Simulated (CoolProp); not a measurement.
A single-stage vapour-compression cycle with R22: evaporating at 216.15 K (dew point), condensing at 253.15 K (bubble point), superheat 5 K, subcooling 8 K, compressor efficiency 0.85, no pressure losses. Each further row changes one setting.

Computed with CoolProp (reference Helmholtz-energy equation of state, Kamei 1995).

| case | cooling COP | pressure ratio | discharge temperature (K) | refrigerating effect (kJ/kg) | volumetric capacity (kJ/m³) |
|---|---|---|---|---|---|
| as stated | 4.46 | 5.52 | 303.8 | 215 | 457 |
| evaporating temperature 221.15 K | 5.38 | [?] | [?] | 217 | [?] |
| condensing temperature 248.15 K | 5.25 | 4.54 | 293.8 | 220 | 469 |
| subcooling 13 K | 4.57 | 5.52 | 303.8 | 220 | 469 |
| superheat 15 K | 4.38 | 5.52 | [?] | 221 | 448 |
| compressor efficiency 0.75 | [?] | 5.52 | 313.2 | 215 | 457 |

Q: Fill in the missing entries.

A: 
- evaporating temperature 221.15 K, pressure ratio: 4.22
- evaporating temperature 221.15 K, discharge temperature (K): 296.0
- evaporating temperature 221.15 K, volumetric capacity (kJ/m³): 594
- superheat 15 K, discharge temperature (K): 315.4
- compressor efficiency 0.75, cooling COP: 3.93
